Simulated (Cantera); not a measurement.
A perfectly stirred reactor is fed with H2 : O2 = 0.089 : 1 (molar parts), equivalence ratio 0.044, at 3200 Pa; it is held at 998 K, and followed from long to short residence time.

Detailed kinetics in Cantera: the H2/O2 subset of GRI-Mech 3.0, which has no nitrogen chemistry. Radical loss at walls, strong at low pressure, is not modelled. The temperature is held fixed by assumption; the heat of reaction is taken as removed at once.

Problem. Predict: x(H2) at τ = 3.10 s; x(O2) at τ = 3.10 s; x(H2O2) at τ = 3.10 s; x(HO2) at τ = 3.10 s; x(O) at τ = 3.10 s; x(H2) at τ = 93.0 ms; x(O2) at τ = 93.0 ms; x(H2O2) at τ = 93.0 ms; x(HO2) at τ = 93.0 ms; x(O) at τ = 93.0 ms.

Solution. 
```
Quantity                   Value
----------------------  --------
x(H2) at τ = 3.10 s     0.000276
x(O2) at τ = 3.10 s        0.915
x(H2O2) at τ = 3.10 s    2.43e-7
x(HO2) at τ = 3.10 s     4.00e-6
x(O) at τ = 3.10 s      0.000218
x(H2) at τ = 93.0 ms     0.00204
x(O2) at τ = 93.0 ms       0.913
x(H2O2) at τ = 93.0 ms   5.37e-7
x(HO2) at τ = 93.0 ms    1.34e-5
x(O) at τ = 93.0 ms      0.00180
```
